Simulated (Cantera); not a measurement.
## Equilibrium for abatement and gas-phase synthesis: S + H2 + N2

Feed: 1 mol S, 3.5 mol H2, 1.9 mol N2, at 12800 Torr.

Equilibrium computed with Cantera from the NASA thermochemical tables; the gas is ideal and each condensed phase is pure. Candidate condensed phases: S; 15 gas species. Gases not in the tables: S3 to S7. The numbers say what is thermodynamically allowed, not how fast it happens.

```tsv
T (°C)	x H2	x N2	x H2S	x NH3	x S2	x SH	x H	x S
450	0.442	0.349	0.189	0.0207	1.56e-10	2.17e-10	<1e-12	<1e-12
600	0.458	0.351	0.186	0.00474	2.28e-8	2.27e-8	7.68e-12	<1e-12
750	0.461	0.352	0.185	0.00158	8.38e-7	6.24e-7	6.82e-10	2.75e-12
900	0.462	0.352	0.185	0.000689	1.25e-5	7.40e-6	1.94e-8	2.75e-10
1050	0.463	0.352	0.185	0.000360	0.000102	5.02e-5	2.62e-7	9.73e-9
1200	0.464	0.352	0.184	0.000214	0.000537	0.000229	2.09e-6	1.66e-7
1350	0.466	0.351	0.180	0.000141	0.00200	0.000776	1.14e-5	1.65e-6
1500	0.472	0.350	0.171	0.000101	0.00549	0.00206	4.74e-5	1.07e-5
1650	0.481	0.347	0.155	7.69e-5	0.0114	0.00443	0.000159	4.87e-5
```
x: gas mole fraction; nothing condenses.

From 450 °C to 1650 °C nothing is condensed.
